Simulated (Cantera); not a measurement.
An adiabatic, constant-pressure homogeneous reactor starts with H2 : O2 : N2 = 1 : 0.685 : 2.58 (molar parts), at 1275 K and 0.987 atm. Integrator tolerance rtol = 1e-08.

Cantera simulation using the H2/O2 subset of GRI-Mech 3.0, which has no nitrogen chemistry; the numbers are that mechanism's predictions, not measurements.

**Question.** What does this change do: pressure from 0.987 atm to 7.60 atm?

**Answer.** 
```csv
quantity,before,after
time of steepest temperature rise,31.5 µs,6.72 µs
temperature at 0.700 s,2657 K,2758 K
equilibrium temperature,2657 K,2758 K
x(H2) at 0.700 s,0.0131 (gas-phase equilibrium 0.0131),0.00760 (gas-phase equilibrium 0.00760)
x(O2) at 0.700 s,0.0468 (gas-phase equilibrium 0.0468),0.0463 (gas-phase equilibrium 0.0463)
x(O) at 0.700 s,0.00653 (gas-phase equilibrium 0.00653),0.00358 (gas-phase equilibrium 0.00358)
x(OH) at 0.700 s,0.0241 (gas-phase equilibrium 0.0241),0.0193 (gas-phase equilibrium 0.0193)
x(HO2) at 0.700 s,1.04e-5 (gas-phase equilibrium 1.04e-5),2.20e-5 (gas-phase equilibrium 2.20e-5)
x(H2O2) at 0.700 s,4.87e-7 (gas-phase equilibrium 4.87e-7),1.70e-6 (gas-phase equilibrium 1.70e-6)
x(H) at 0.700 s,0.00556 (gas-phase equilibrium 0.00556),0.00223 (gas-phase equilibrium 0.00223)
```
The hydrogen kinetics of GRI-Mech 3.0 are dated; newer H2 mechanisms differ, most at raised pressure.
